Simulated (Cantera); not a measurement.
## Ignition delay

Mixture: 22.7 % CH3OH, 16.2 % O2, 61.1 % N2, equivalence ratio 2.1, at 11.0 bar, adiabatic and at constant pressure. Ignition delay is the time to a rise of 400 K.

Computed with Cantera and GRI-Mech 3.0 (53 species, 325 reactions). GRI-Mech 3.0 was tuned for natural gas; its chemistry of methanol as a main component is partial and can be far from experiment.

```tsv
T0 (K)	delay (ms)
1125	4.57
1175	1.81
1225	0.778
1275	0.358
1325	0.176
1375	0.0916
1425	0.0505
1475	0.0293
```

The apparent activation energy between 1375 and 1475 K is 190 kJ/mol.
